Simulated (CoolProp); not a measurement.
Decamethylcyclopentasiloxane (D5) along the isotherm 513.3 K: Z from the reference equation and from simpler models built on Tc = 618.3 K, pc = 1.078 MPa, ω = 0.631; each cubic takes its own stable root.

Computed with CoolProp (reference Helmholtz-energy equation of state, Thol 2019).

| p (MPa) | phase | reference |
|---|---|---|
| 0.829 | liquid | 0.1017 |
| 1.66 | liquid | 0.2017 |
| 2.49 | liquid | 0.2999 |
| 3.32 | liquid | 0.3966 |
| 4.14 | liquid | 0.4910 |
| 4.97 | liquid | 0.5855 |
| 5.8 | liquid | 0.6790 |
| 6.63 | liquid | 0.7717 |
| 7.46 | liquid | 0.8635 |
| 8.29 | liquid | 0.9546 |
| 9.12 | liquid | 1.045 |
| 9.95 | liquid | 1.135 |
| 10.8 | liquid | 1.226 |

Q: How far does each simpler model (van der Waals, Redlich-Kwong, Soave-Redlich-Kwong, Peng-Robinson) lie from the reference over these 13 states: mean and median of the absolute difference, and the worst?

A: 
- van der Waals: mean 59.7 %, median 57.1 %, worst +77.6 % at 513.3 K and 0.829 MPa
- Redlich-Kwong: mean 17.1 %, median 15.7 %, worst +27.5 % at 513.3 K and 0.829 MPa
- Soave-Redlich-Kwong: mean 11.1 %, median 10.6 %, worst +15.2 % at 513.3 K and 0.829 MPa
- Peng-Robinson: mean 1.6 %, median 1.7 %, worst -2.8 % at 513.3 K and 10.8 MPa
